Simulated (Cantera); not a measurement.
Cantera run, input and output.

```python
import numpy as np
import cantera as ct

gas = ct.Solution("h2o2.yaml")
gas.TPX = 1075, 100000, {'H2': 1, 'O2': 0.333, 'N2': 1.25, 'H2O': 0.073}
reactor = ct.IdealGasConstPressureReactor(gas, energy="on", clone=False)
net = ct.ReactorNet([reactor])
net.rtol, net.atol = 1e-08, 1e-16
show = ['H2', 'O2', 'H2O', 'O', 'H', 'OH', 'HO2']
times = np.geomspace(1e-06, 0.8, 11)

steps = ct.SolutionArray(gas, extra=["t"])
rows = []
print(f"{'t/s':>10s}{'T/K':>9s}{'P/Pa':>11s}" + "".join(f"{s:>11s}" for s in show))
for t in times:
    while net.time < t:
        t_next = net.step()
        steps.append(gas.state, t=t_next)
    rows.append([np.interp(t, steps.t, y) for y in (steps.T, steps.P, *steps(*show).X.T)])
    print(f"{t:10.3e}{rows[-1][0]:9.1f}{rows[-1][1]:11.4g}" + "".join(f"{x:11.3e}" for x in rows[-1][2:]))
rate = np.gradient(steps.T, steps.t)
print("integrator steps:", len(steps.t))
if steps.T.max() > steps.T[0] + 200:
    print(f"time of steepest temperature rise: {steps.t[rate.argmax()]:.4e} s")
gas.TPX = 1075, 100000, {'H2': 1, 'O2': 0.333, 'N2': 1.25, 'H2O': 0.073}
gas.equilibrate("HP")
print(f"equilibrium (HP): T = {gas.T:.1f} K  " + "  ".join(f"{s} {gas[s].X[0]:.3e}" for s in show))
```

Result:

```
       t/s      T/K       P/Pa         H2         O2        H2O          O          H         OH        HO2
 1.000e-06   1075.0      1e+05  3.765e-01  1.254e-01  2.748e-02  8.898e-12  2.237e-10  4.683e-12  2.431e-10
 3.893e-06   1075.0      1e+05  3.765e-01  1.254e-01  2.748e-02  6.777e-11  9.722e-10  2.861e-11  1.088e-09
 1.516e-05   1075.0      1e+05  3.765e-01  1.254e-01  2.748e-02  6.162e-10  7.669e-09  2.477e-10  8.004e-09
 5.901e-05   1075.0      1e+05  3.765e-01  1.254e-01  2.749e-02  9.584e-08  1.171e-06  3.855e-08  1.112e-06
 2.297e-04   2438.1      1e+05  1.355e-01  2.764e-03  2.825e-01  3.176e-03  4.018e-02  1.610e-02  1.583e-06
 8.944e-04   2659.9      1e+05  1.395e-01  7.337e-04  3.010e-01  8.382e-04  1.855e-02  9.834e-03  5.294e-07
 3.482e-03   2661.2      1e+05  1.395e-01  7.245e-04  3.011e-01  8.279e-04  1.843e-02  9.783e-03  5.233e-07
 1.356e-02   2661.2      1e+05  1.395e-01  7.245e-04  3.011e-01  8.279e-04  1.843e-02  9.783e-03  5.233e-07
 5.278e-02   2661.2      1e+05  1.395e-01  7.245e-04  3.011e-01  8.279e-04  1.843e-02  9.783e-03  5.233e-07
 2.055e-01   2661.2      1e+05  1.395e-01  7.245e-04  3.011e-01  8.279e-04  1.843e-02  9.783e-03  5.233e-07
 8.000e-01   2661.2      1e+05  1.395e-01  7.245e-04  3.011e-01  8.279e-04  1.843e-02  9.783e-03  5.233e-07
integrator steps: 1292
time of steepest temperature rise: 1.3528e-04 s
equilibrium (HP): T = 2661.2 K  H2 1.395e-01  O2 7.245e-04  H2O 3.011e-01  O 8.279e-04  H 1.843e-02  OH 9.783e-03  HO2 5.233e-07
```

Cantera simulation using the H2/O2 subset of GRI-Mech 3.0, which has no nitrogen chemistry; the numbers are that mechanism's predictions, not measurements.
